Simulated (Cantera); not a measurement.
A diamond (100) surface in a fixed gas of H2 with x(CH4) = 0.017, x(H) = 0.0063, at 1275 K, 4100 Pa; coverages are run to steady state.

Model: the Harris–Goodwin 1993 mechanism for the reconstructed diamond (100) surface, integrated in Cantera.

One state of this run: growth (µm/h) = 0.312; θ c6HH = 0.397; θ c6H* = 0.0464; θ c6*H = 0.517; θ c6** = 0.0400; θ c6HM = 9.91e-5. θ: site fractions in the mechanism's names (c6HH fully hydrogenated, c6H* and c6*H radical sites, c6** diradical, c6HM methylated).

Which value of x(CH3) does it belong to?
A. 0.00046
B. 3.3e-05
C. 0.00019
D. 2.4e-06

B, 3.3e-05
